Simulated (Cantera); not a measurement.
An adiabatic, constant-volume homogeneous reactor starts with CH4 : H2 : O2 : N2 = 1 : 0.2 : 1.62 : 14.9 (molar parts), equivalence ratio 1.3, at 1573 K and 0.326 atm. Integrator tolerance rtol = 1e-08.

Cantera simulation using GRI-Mech 3.0 (53 species, 325 reactions); the numbers are that mechanism's predictions, not measurements.

| quantity | before | after |
|---|---|---|
| time of steepest temperature rise | 1.57 ms | 3.17 ms |
| temperature at 0.300 s | 2537 K | 1945 K |
| equilibrium temperature | 2537 K | 1938 K |
| x(CH4) at 0.300 s | <1e-12 (gas-phase equilibrium <1e-12) | 0.000772 (gas-phase equilibrium 1.52e-9) |
| x(H2) at 0.300 s | 0.0237 (gas-phase equilibrium 0.0237) | 0.221 (gas-phase equilibrium 0.230) |
| x(O2) at 0.300 s | 0.00137 (gas-phase equilibrium 0.00137) | 7.01e-10 (gas-phase equilibrium 3.47e-10) |
| x(C2H6) at 0.300 s | <1e-12 (gas-phase equilibrium <1e-12) | 2.40e-8 (gas-phase equilibrium <1e-12) |
| x(H) at 0.300 s | 0.00617 (gas-phase equilibrium 0.00617) | 0.000745 (gas-phase equilibrium 0.000723) |
| x(CH2) at 0.300 s | <1e-12 (gas-phase equilibrium <1e-12) | 2.24e-7 (gas-phase equilibrium <1e-12) |
| x(CH2O) at 0.300 s | 1.77e-10 (gas-phase equilibrium 1.77e-10) | 6.56e-8 (gas-phase equilibrium 5.38e-9) |

Question: Which change was made?
A) constant pressure in place of constant volume
B) initial temperature 1573 to 975 K
C) CH4 1 to 2.8 parts
D) pressure from 0.326 atm to 1.18 atm

Answer: C, CH4 1 to 2.8 parts
